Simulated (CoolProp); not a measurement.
A single-stage vapour-compression cycle with ammonia: evaporating at 223.15 K (dew point), condensing at 259.15 K (bubble point), superheat 8 K, subcooling 2 K, compressor efficiency 0.9, no pressure losses. Each further row changes one setting.

Values from CoolProp's reference Helmholtz-energy equation of state, Gao 2020.

```json
[
 {"case": "as stated", "cooling COP": "4.62", "pressure ratio": "6.04", "discharge temperature (K)": "364.2", "refrigerating effect (kJ/kg)": "1280", "volumetric capacity (kJ/m³)": "469"},
 {"case": "evaporating temperature 228.15 K", "cooling COP": "5.64", "pressure ratio": "4.53", "discharge temperature (K)": "346.4", "refrigerating effect (kJ/kg)": "1290", "volumetric capacity (kJ/m³)": "619"},
 {"case": "condensing temperature 254.15 K", "cooling COP": "5.49", "pressure ratio": "4.87", "discharge temperature (K)": "345.9", "refrigerating effect (kJ/kg)": "1310", "volumetric capacity (kJ/m³)": "478"},
 {"case": "subcooling 7 K", "cooling COP": "4.70", "pressure ratio": "6.04", "discharge temperature (K)": "364.2", "refrigerating effect (kJ/kg)": "1310", "volumetric capacity (kJ/m³)": "478"},
 {"case": "superheat 18 K", "cooling COP": "4.50", "pressure ratio": "6.04", "discharge temperature (K)": "378.9", "refrigerating effect (kJ/kg)": "1300", "volumetric capacity (kJ/m³)": "456"},
 {"case": "compressor efficiency 0.8", "cooling COP": "4.11", "pressure ratio": "6.04", "discharge temperature (K)": "379.5", "refrigerating effect (kJ/kg)": "1280", "volumetric capacity (kJ/m³)": "469"}
]
```
